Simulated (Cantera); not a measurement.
Input: 1 mol Fe3O4, 1 mol HCl, 2.1 mol N2, equilibrated at 975 K and 75.0 Torr.

Equilibrium computed with Cantera from the NASA thermochemical tables; the gas is ideal and each condensed phase is pure. The numbers say what is thermodynamically allowed, not how fast it happens.

```json
[
 {"species": "N2", "before": "0.679", "after": "0.672"},
 {"species": "HCl", "before": "0.296", "after": "0.218"},
 {"species": "H2O", "before": "0.0138", "after": "0.0510"},
 {"species": "FeCl2", "before": "0.00899", "after": "0.0458"},
 {"species": "O2", "before": "<1e-9", "after": "0.00586"},
 {"species": "NO", "before": "<1e-9", "after": "0.000187"},
 {"species": "OH", "before": "<1e-9", "after": "3.99e-5"},
 {"species": "Cl", "before": "2.22e-6", "after": "0.00485"},
 {"species": "Cl2", "before": "7.01e-6", "after": "0.000709"},
 {"species": "Fe2Cl4", "before": "0.000143", "after": "8.41e-6"},
 {"species": "Fe2O3(s), mol", "before": "0.0240", "after": "0"},
 {"species": "Fe3O4(s), mol", "before": "0.971", "after": "0.951"}
]
```
Gas species are given as mole fractions.

**Question.** What was changed between the two runs?
A. temperature from 975 K to 1498 K
B. HCl from 1 to 0.079 mol
C. HCl from 1 to 0.62 mol
D. pressure from 75.0 Torr to 750 Torr

**Answer.** A, temperature from 975 K to 1498 K
